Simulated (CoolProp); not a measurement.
Vapour-liquid equilibrium of nitrogen (1) + carbon monoxide (2) at -159.55 °C; x and y are mole fractions of (1).

Model: multi-fluid Helmholtz-energy mixture model, Span 2000 and Lemmon 2006; pair parameters Gernert 2013, in CoolProp.

Task: Give the bubble pressure and the first vapour's composition at x = 0.35, 0.65, 0.8. Is there an azeotrope?

Result: x = 0.35: 1504 kPa, y = 0.401; x = 0.65: 1650 kPa, y = 0.690; x = 0.8: 1717 kPa, y = 0.824. No azeotrope shows between x = 0.05 and 0.95.

Pair parameters are fitted to limited data, so mixtures are less certain than the pure fluids.
